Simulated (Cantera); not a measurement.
Ignition delay

Mixture: 15.9 % CH₄, 17.6 % O₂, 66.5 % N₂, equivalence ratio 1.8, at 1000000 Pa, adiabatic and at constant volume. Ignition delay is the time to a rise of 400 K.

Detailed kinetics in Cantera: GRI-Mech 3.0 (53 species, 325 reactions).

```
T0 (K)  delay (ms)
------  ----------
1200          6.11
1275          2.47
1350          1.06
1425         0.477
1500         0.224
1575         0.109
```

```yaml
apparent activation energy between 1425 and 1575 K: 180 kJ/mol
```
